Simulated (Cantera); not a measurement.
Charge: 1 mol Si2H6, 0.2 mol H2O, at 65.0 mbar.

Equilibrium computed with Cantera from the NASA thermochemical tables; the gas is ideal and each condensed phase is pure. Candidate condensed phases: H2O, Si, SiO2; 18 gas species. The feed counts by its element totals alone. Mutual solubility and eutectic melting of coexisting phases are not modelled. The tables hold silica as quartz up to 1696 K and as liquid above; real silica turns to tridymite and cristobalite and melts near 1996 K. Gases not in the tables: Si2H6 and higher silanes. Equilibrium is a limit: real reactors are often held back by kinetics, nucleation or transport.

### Question
Which condensed phases are stable at each of these points (T (°C)): 500, 700, 900, 1100, 1300, 1500, 1700?

### Answer
```
T (°C)        condensed phases  Si condensed (%)
------  ----------------------  ----------------
500     Si(s) + SiO2(α-quartz)             100.0
700     Si(s) + SiO2(β-quartz)             100.0
900     Si(s) + SiO2(β-quartz)             100.0
1100    Si(s) + SiO2(β-quartz)              99.9
1300    Si(s) + SiO2(β-quartz)              95.3
1500                     Si(l)              90.0
1700                     Si(l)              89.9
```

At 500 °C the condensed part is Si(s) + SiO2(α-quartz). From 700 °C to 1300 °C the condensed part is Si(s) + SiO2(β-quartz). From 1500 °C to 1700 °C the condensed part is Si(l).
